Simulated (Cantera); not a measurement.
A closed system holds: 1 mol SiH4, 0.22 mol NH3, 6.6 mol N2, equilibrated at 1998.15 K and 2.50 mbar.

These are equilibrium values from Cantera (NASA tables, ideal gas, pure condensed phases), not measurements of a reactor. Candidate condensed phases: Si, Si3N4; 18 gas species. The tables' values for SiN are old estimates; treat these amounts as uncertain. Gases not in the tables: Si2H6 and higher silanes. Kinetics and transport are ignored.

Base state: N2 0.723, H2 0.243, Si 0.0170, H 0.0158, SiH 0.000286, Si2N 0.000249, SiN 0.000189, Si2 0.000176 (mole fractions); condensed: Si(l).

### Question
What changes in the equilibrium state with this change: temperature from 1998.15 K to 1023 K?

### Answer
| species | before | after |
|---|---|---|
| N2 | 0.723 | 0.722 |
| H2 | 0.243 | 0.278 |
| H | 0.0158 | 4.37e-8 |
| Si | 0.0170 | <1e-9 |
| SiH | 0.000286 | <1e-9 |
| Si2N | 0.000249 | <1e-9 |
| SiN | 0.000189 | <1e-9 |
| Si(l), mol | 0.828 | 0 |
| Si3N4(s), mol | 0 | 0.333 |
